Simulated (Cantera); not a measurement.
## Si2Cl6 + H2 (silicon epitaxy and polysilicon growth)

A closed system holds: 1 mol Si2Cl6, 330 mol H2, held at 0.00120 bar.

Cantera equilibrium calculation (NASA polynomials, part measured and part estimated; ideal gas, pure solids and liquids). Candidate condensed phases: Si; 19 gas species. The feed counts by its element totals alone. The tables' values for SiCl3, SiCl are old estimates; treat these amounts as uncertain. Rates play no part.

From 552 °C to 1302 °C the condensed part is Si(s). The main Si-bearing gas is SiCl4 at 552 °C and SiCl2 at 1302 °C. The share of Si in condensed phases is highest at 852 °C (89.3 %) and lowest at 552 °C (39.3 %).

```
T (°C)  log p H2  log p HCl  log p SiCl4  log p H  n Si(s)
------  --------  ---------  -----------  -------  -------
552        -2.92      -5.28        -5.47   -12.56    0.786
627        -2.93      -4.96        -5.68   -11.40     1.19
702        -2.93      -4.77        -6.17   -10.41     1.60
777        -2.93      -4.71        -7.00    -9.56     1.77
852        -2.93      -4.70        -7.90    -8.82     1.79
927        -2.93      -4.70        -8.72    -8.17     1.77
1002       -2.93      -4.70        -9.44    -7.60     1.76
1077       -2.93      -4.70       -10.09    -7.09     1.74
1152       -2.93      -4.71       -10.66    -6.63     1.72
1227       -2.93      -4.71       -11.18    -6.22     1.71
1302       -2.93      -4.71       -11.65    -5.85     1.68
```
log p: log10 of the partial pressure in bar; n: condensed amount in mol.
